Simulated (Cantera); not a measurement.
An adiabatic, constant-volume homogeneous reactor starts with 16.7 % H2, 14.6 % O2, 68.7 % N2, at 1173 K and 0.987 atm.

Detailed kinetics in Cantera: the H2/O2 subset of GRI-Mech 3.0, which has no nitrogen chemistry.

One state of this run: T (K) = 2523; P (bar) = 1.99; x H2 = 0.00317; x O2 = 0.0653; x H2O = 0.171; x H2O2 = 4.54e-7; x HO2 = 9.78e-6. x: mole fraction; the columns are a selection and need not sum to one.

### Question
Which value of t (s) does it belong to?
(A) 7.00
(B) 7.36e-5
(C) 1.76e-5
(D) 1.00e-6

### Answer
A, 7.00
